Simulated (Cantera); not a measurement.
A diamond (100) surface in a fixed gas of H2 with x(CH4) = 0.023, x(H) = 0.00035, x(CH3) = 0.00055, at 1350 K; coverages are run to steady state.

Computed with Cantera and the Harris–Goodwin 1993 mechanism for the reconstructed diamond (100) surface.

One state of this run: growth (µm/h) = 2.56; θ c6HH = 0.501; θ c6H* = 0.0440; θ c6*H = 0.434; θ c6** = 0.0141; θ c6HM = 0.000768. θ: site fractions in the mechanism's names (c6HH fully hydrogenated, c6H* and c6*H radical sites, c6** diradical, c6HM methylated).

Question: Which value of P (Pa) does it belong to?
A) 21000
B) 13000
C) 5600
D) 8600

Answer: B, 13000
